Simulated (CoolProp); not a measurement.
Vapour-liquid equilibrium of ethanol (1) + n-octane (2) at 0.133 MPa; x and y are mole fractions of (1).

Values from CoolProp's multi-fluid Helmholtz-energy mixture model, Schroeder 2014 and Beckmüller 2019; pair parameters Bell 2016.

```csv
x,"bubble temperature, mixture model (°C)","bubble temperature, Raoult's law (°C)","y, mixture model","y, Raoult's law"
0.05,109.5,128.9,0.530,0.209
0.15,92.5,118.9,0.742,0.466
0.25,88.0,111.6,0.787,0.619
0.35,86.8,106.0,0.800,0.722
0.45,86.4,101.4,0.805,0.797
0.55,86.2,97.6,0.808,0.853
0.65,85.9,94.3,0.815,0.898
0.75,85.5,91.4,0.833,0.934
0.85,85.1,88.8,0.869,0.964
0.95,85.1,86.5,0.942,0.989
```

The largest gap from Raoult's law is -26.4 K in bubble temperature, at x = 0.15. y crosses x between x = 0.85 and 0.95: the model has an azeotrope there.

Pair parameters are fitted to limited data, so mixtures are less certain than the pure fluids. With so large a gap from Raoult's law the liquid may split in two, which this calculation doesn't test in full.
